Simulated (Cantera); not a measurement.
A Cantera script and its output.

```python
import numpy as np
import cantera as ct

gas = ct.Solution("h2o2.yaml")
gas.TPX = 700, 13332, {'H2': 0.78, 'O2': 0.505, 'N2': 1.9}
flame = ct.FreeFlame(gas, width=0.16)
flame.set_refine_criteria(ratio=3, slope=0.08, curve=0.16)
flame.transport_model = "mixture-averaged"
flame.solve(loglevel=0, auto=True)
z, T = flame.grid, flame.T
thick = (T[-1] - T[0]) / np.gradient(T, z).max()
show = ['H2', 'O2', 'H2O2', 'O', 'OH', 'HO2']
print(f"laminar burning velocity  {flame.velocity[0] * 100:.3f} cm/s")
print(f"burnt temperature         {T[-1]:.1f} K")
print(f"thermal thickness         {thick * 1e3:.4f} mm")
print(f"grid points               {len(z)}")
z0 = z[flame.heat_release_rate.argmax()]
print(f"{'z/mm':>9s}{'T/K':>9s}{'u/(m/s)':>9s}" + "".join(f"{s:>11s}" for s in show))
rows = []
for k in (-3, -2, -1.5, -1, -0.5, -0.25, 0, 0.25, 0.5, 1, 2, 4, 8):
    zz = z0 + k * thick
    rows.append([k * thick, np.interp(zz, z, T), np.interp(zz, z, flame.velocity),
                 *(np.interp(zz, z, flame.X[gas.species_index(s)]) for s in show)])
    print(f"{rows[-1][0] * 1e3:9.3f}{rows[-1][1]:9.1f}{rows[-1][2]:9.3f}" + "".join(f"{x:11.3e}" for x in rows[-1][3:]))
```

It prints:

```
laminar burning velocity  752.724 cm/s
burnt temperature         2332.3 K
thermal thickness         7.4426 mm
grid points               120
     z/mm      T/K  u/(m/s)         H2         O2       H2O2          O         OH        HO2
  -22.328    700.0    7.527  2.449e-01  1.586e-01  3.152e-13  1.995e-15  2.256e-16  1.543e-11
  -14.885    700.0    7.527  2.449e-01  1.586e-01  3.216e-13  6.738e-13  7.924e-14  6.923e-11
  -11.164    700.0    7.527  2.449e-01  1.586e-01  4.135e-13  3.848e-11  4.782e-12  1.933e-09
   -7.443    700.0    7.527  2.449e-01  1.586e-01  4.245e-11  1.087e-08  1.601e-09  3.385e-07
   -3.721    704.4    7.570  2.439e-01  1.585e-01  1.776e-07  1.293e-05  1.557e-05  3.562e-05
   -1.861    783.1    8.359  2.267e-01  1.552e-01  2.865e-07  3.961e-04  2.487e-04  2.944e-05
    0.000   1108.1   11.522  1.067e-01  1.115e-01  8.573e-07  8.571e-03  3.479e-03  1.584e-05
    1.861   1371.0   14.061  3.280e-02  6.370e-02  9.291e-07  1.902e-02  8.465e-03  7.867e-06
    3.721   1491.0   15.174  3.017e-02  5.835e-02  6.875e-07  1.969e-02  1.092e-02  6.130e-06
    7.443   1631.1   16.437  3.024e-02  5.505e-02  4.012e-07  1.856e-02  1.380e-02  4.762e-06
   14.885   1783.7   17.771  2.886e-02  5.178e-02  2.094e-07  1.628e-02  1.656e-02  3.607e-06
   29.771   1939.4   19.091  2.565e-02  4.862e-02  1.134e-07  1.314e-02  1.850e-02  2.659e-06
   59.541   2087.9   20.312  2.078e-02  4.576e-02  7.087e-08  9.628e-03  1.902e-02  2.014e-06
```

Cantera simulation using the H2/O2 subset of GRI-Mech 3.0, which has no nitrogen chemistry; the numbers are that mechanism's predictions, not measurements. Burning velocities carry a grid error of a few per cent, more on coarse grids.
